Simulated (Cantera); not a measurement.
## Thermodynamics of iron carbonyl, mercury and lead vapours, feed Pb + O₂ + N₂

Charge: 1 mol Pb, 0.23 mol O₂, 4.2 mol N₂, at 1000 °C and 1.33 mbar.

These are equilibrium values from Cantera (NASA tables, ideal gas, pure condensed phases), not measurements of a reactor. Candidate condensed phases: Pb, PbO, PbO₂, Pb₃O₄; 12 gas species. Gases not in the tables: (PbO)n polymers. The numbers say what is thermodynamically allowed, not how fast it happens.

| Property | Value |
|---|---|
| x(N₂) | 0.807 |
| x(Pb) | 0.105 |
| x(PbO) | 0.0877 |
| x(O₂) | 0.000349 |
| x(NO) | 1.37e-5 |
| gas amount | 5.202 mol |
| log10 activity of Pb(l) (absent) | -1.12 |
